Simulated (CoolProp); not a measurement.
Vapour-liquid equilibrium of propane (1) + isobutene (2) at 30.5 kPa; x and y are mole fractions of (1).

Values from CoolProp's multi-fluid Helmholtz-energy mixture model, Lemmon 2009 and Lemmon 2005; pair parameters Bell 2016.

Q: Give the bubble temperature and the first vapour's composition at x = 0.25, 0.55, 0.65. Is there an azeotrope?

A: x = 0.25: 223.0 K, y = 0.669; x = 0.55: 215.1 K, y = 0.865; x = 0.65: 213.1 K, y = 0.905. No azeotrope shows between x = 0.05 and 0.95.

Pair parameters are fitted to limited data, so mixtures are less certain than the pure fluids.
